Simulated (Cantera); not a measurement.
# Thermodynamics of boron, boron nitride and boron oxide, feed B2H6 + O2

Feed: 1 mol B2H6, a varied amount of O2, equilibrated at 1100 Pa.

Method: chemical equilibrium by Gibbs-energy minimisation in Cantera with the NASA 1993 tables (ideal gas, pure condensed phases). Candidate condensed phases: B, B2O3, B3O3H3, H2O; 23 gas species. The feed counts by its element totals alone. Mutual solubility and eutectic melting of coexisting phases are not modelled. Equilibrium is a limit: real reactors are often held back by kinetics, nucleation or transport.

**Question.** Map the stable condensed phases over T = 1225, 1300, 1375, 1450, 1525, 1600, 1675, 1750, 1825, 1900, 1975, 2050 K and n(O2) in mol = 0.24, 0.88, 1.5, 2.2, 2.8, 3.5, 4.1, 4.7, 5.4, 6.

**Answer.** 
```
T in K \ n(O2) in mol
         0.24 0.88  1.5  2.2  2.8  3.5  4.1  4.7  5.4    6
   2050     A    A    B    B    B    B    B    B    B    B
   1975     A    A    B    B    B    B    B    B    B    B
   1900     A    A    B    B    B    B    B    B    B    B
   1825     A    A    B    B    B    B    B    B    B    B
   1750     A    A    C    B    B    B    B    B    B    B
   1675     A    A    C    C    B    B    B    B    B    B
   1600     A    D    C    C    C    C    C    C    B    B
   1525     D    D    C    C    C    C    C    C    C    C
   1450     D    D    C    C    C    C    C    C    C    C
   1375     D    D    C    C    C    C    C    C    C    C
   1300     D    D    C    C    C    C    C    C    C    C
   1225     D    D    C    C    C    C    C    C    C    C
```
A: B; B: gas only; C: B2O3; D: B + B2O3.
